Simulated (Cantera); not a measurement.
A freely propagating, adiabatic, planar premixed flame of 10.4 % CO, 3.02 % H2, 2.71 % CH4, 17.6 % O2, 66.2 % N2, unburnt at 625 K and 233 Torr; mixture-averaged transport, grid criteria slope 0.08 and curve 0.16, no radiation.

Computed with Cantera and GRI-Mech 3.0 (53 species, 325 reactions). Burning velocities carry a grid error of a few per cent, more on coarse grids.

Question: Predict: laminar burning velocity; thermal thickness; peak x(C2H6); peak x(HO2).

Answer: 
```json
{
  "laminar_burning_velocity": "207 cm/s",
  "thermal_thickness": "1.46 mm",
  "peak x(C2H6)": "3.92e-5",
  "peak x(HO2)": "9.03e-5"
}
```
